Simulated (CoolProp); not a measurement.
A single-stage vapour-compression cycle with R152A: evaporating at 307.15 K (dew point), condensing at 360.15 K (bubble point), superheat 10 K, subcooling 5 K, compressor efficiency 0.9, no pressure losses. Each further row changes one setting.

Model: reference Helmholtz-energy equation of state, Outcalt 1996, in CoolProp. It is a modified Benedict-Webb-Rubin equation, recast in Helmholtz form.

| case | cooling COP | pressure ratio | discharge temperature (K) | refrigerating effect (kJ/kg) | volumetric capacity (kJ/m³) |
|---|---|---|---|---|---|
| as stated | 3.81 | 3.51 | 383.9 | 184 | 4160 |
| evaporating temperature 312.15 K | 4.37 | 3.06 | 382.5 | 187 | 4850 |
| condensing temperature 355.15 K | 4.40 | 3.16 | 377.8 | 195 | 4410 |
| subcooling 10 K | 4.05 | 3.51 | 383.9 | 196 | 4420 |
| superheat 20 K | 3.85 | 3.51 | 393.2 | 197 | 4230 |
| compressor efficiency 0.8 | 3.39 | 3.51 | 387.5 | 184 | 4160 |
